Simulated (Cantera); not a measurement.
A Cantera script and what it prints.

```python
import numpy as np
import cantera as ct

gas_names = """
    CL CL2 H HCL H2 N NH NH2 NH3 N2 N2H2 N2H4 Si SiCL SiCL2 SiCL3 SiCL4 SiH SiHCL3 SiH2 SiH2CL2 SiH3
    SiH3CL SiH4 SiN Si2 Si2N Si3
""".split()
cond_names = """
    NH4CL(a) NH4CL(b) Si(cr) Si(L) Si3N4(a)
""".split()


def load(file, names, dense=False):
    # The tables refer to 1 bar. Condensed volumes are neglected.
    table = {s.name: s for s in ct.Species.list_from_file(file)}
    out = []
    for n in names:
        d = dict(table[n].input_data)
        d["thermo"] = dict(d["thermo"], **{"reference-pressure": 1e5})
        if dense:
            d["equation-of-state"] = {"model": "constant-volume", "density": "1e6 g/cm^3"}
        out.append(ct.Species.from_dict(d))
    return out


gas = ct.Solution(thermo="ideal-gas", species=load("nasa_gas.yaml", gas_names))
cond = {s.name: ct.Solution(thermo="fixed-stoichiometry", species=[s], name=s.name)
        for s in load("nasa_condensed.yaml", cond_names, dense=True)}
atoms = {
    'SiCl4': {'Si': 1, 'CL': 4},
    'NH3': {'N': 1, 'H': 3},
}
top_T = {'Si3N4(a)': 2400}  # K; cautious upper limits of use, not melting points


def equilibrate(T, P, feed):
    n = {}
    for name, mol in feed.items():
        for a, k in atoms[name].items():
            n[a] = n.get(a, 0.0) + k * mol
    gas.TPX = T, P, n
    mass = sum(n.values()) * gas.mean_molecular_weight
    gas.equilibrate("TP")
    valid = [c for c in cond.values() if c.min_temp <= T <= top_T.get(c.name, c.max_temp)]
    mix = ct.Mixture([(gas, mass / gas.mean_molecular_weight)] + [(c, 0.0) for c in valid])
    mix.T, mix.P = T, P
    mix.equilibrate("TP", solver="vcs", rtol=1e-11, max_steps=5000)
    return mix


results = []
P = 100000  # Pa
for T in [1450, 1500, 1550, 1600, 1650, 1700, 1750, 1800, 1850, 1900]:
    for m in [1.8, 2.5, 3.6, 5.2, 7.4, 11, 15, 22, 31, 45]:
        feed = {'SiCl4': 1, 'NH3': m}  # mol
        mix = equilibrate(T, P, feed)
        results.append((T, P, feed, dict(zip(mix.species_names, mix.species_moles))))

for T, P, feed, n in results:
    print(f"{T:7g} {feed['NH3']:10.4g}  " + (" + ".join(c for c in cond_names if n.get(c, 0) > 1e-12) or "gas only"))
```

Result:

```
   1450        1.8  Si3N4(a)
   1450        2.5  Si3N4(a)
   1450        3.6  Si3N4(a)
   1450        5.2  Si3N4(a)
   1450        7.4  Si3N4(a)
   1450         11  Si3N4(a)
   1450         15  Si3N4(a)
   1450         22  Si3N4(a)
   1450         31  Si3N4(a)
   1450         45  Si3N4(a)
   1500        1.8  Si3N4(a)
   1500        2.5  Si3N4(a)
   1500        3.6  Si3N4(a)
   1500        5.2  Si3N4(a)
   1500        7.4  Si3N4(a)
   1500         11  Si3N4(a)
   1500         15  Si3N4(a)
   1500         22  Si3N4(a)
   1500         31  Si3N4(a)
   1500         45  Si3N4(a)
   1550        1.8  Si3N4(a)
   1550        2.5  Si3N4(a)
   1550        3.6  Si3N4(a)
   1550        5.2  Si3N4(a)
   1550        7.4  Si3N4(a)
   1550         11  Si3N4(a)
   1550         15  Si3N4(a)
   1550         22  Si3N4(a)
   1550         31  Si3N4(a)
   1550         45  Si3N4(a)
   1600        1.8  Si3N4(a)
   1600        2.5  Si3N4(a)
   1600        3.6  Si3N4(a)
   1600        5.2  Si3N4(a)
   1600        7.4  Si3N4(a)
   1600         11  Si3N4(a)
   1600         15  Si3N4(a)
   1600         22  Si3N4(a)
   1600         31  Si3N4(a)
   1600         45  Si3N4(a)
   1650        1.8  Si3N4(a)
   1650        2.5  Si3N4(a)
   1650        3.6  Si3N4(a)
   1650        5.2  Si3N4(a)
   1650        7.4  Si3N4(a)
   1650         11  Si3N4(a)
   1650         15  Si3N4(a)
   1650         22  Si3N4(a)
   1650         31  Si3N4(a)
   1650         45  Si3N4(a)
   1700        1.8  Si3N4(a)
   1700        2.5  Si3N4(a)
   1700        3.6  Si3N4(a)
   1700        5.2  Si3N4(a)
   1700        7.4  Si3N4(a)
   1700         11  Si3N4(a)
   1700         15  Si3N4(a)
   1700         22  Si3N4(a)
   1700         31  Si3N4(a)
   1700         45  Si3N4(a)
   1750        1.8  Si3N4(a)
   1750        2.5  Si3N4(a)
   1750        3.6  Si3N4(a)
   1750        5.2  Si3N4(a)
   1750        7.4  Si3N4(a)
   1750         11  Si3N4(a)
   1750         15  Si3N4(a)
   1750         22  Si3N4(a)
   1750         31  Si3N4(a)
   1750         45  Si3N4(a)
   1800        1.8  Si3N4(a)
   1800        2.5  Si3N4(a)
   1800        3.6  Si3N4(a)
   1800        5.2  Si3N4(a)
   1800        7.4  Si3N4(a)
   1800         11  Si3N4(a)
   1800         15  Si3N4(a)
   1800         22  Si3N4(a)
   1800         31  Si3N4(a)
   1800         45  Si3N4(a)
   1850        1.8  gas only
   1850        2.5  Si3N4(a)
   1850        3.6  Si3N4(a)
   1850        5.2  Si3N4(a)
   1850        7.4  Si3N4(a)
   1850         11  Si3N4(a)
   1850         15  Si3N4(a)
   1850         22  Si3N4(a)
   1850         31  Si3N4(a)
   1850         45  Si3N4(a)
   1900        1.8  gas only
   1900        2.5  gas only
   1900        3.6  Si3N4(a)
   1900        5.2  Si3N4(a)
   1900        7.4  Si3N4(a)
   1900         11  Si3N4(a)
   1900         15  Si3N4(a)
   1900         22  Si3N4(a)
   1900         31  Si3N4(a)
   1900         45  Si3N4(a)
```

Equilibrium computed with Cantera from the NASA thermochemical tables; the gas is ideal and each condensed phase is pure. The tables' values for SiCl3 are old estimates.
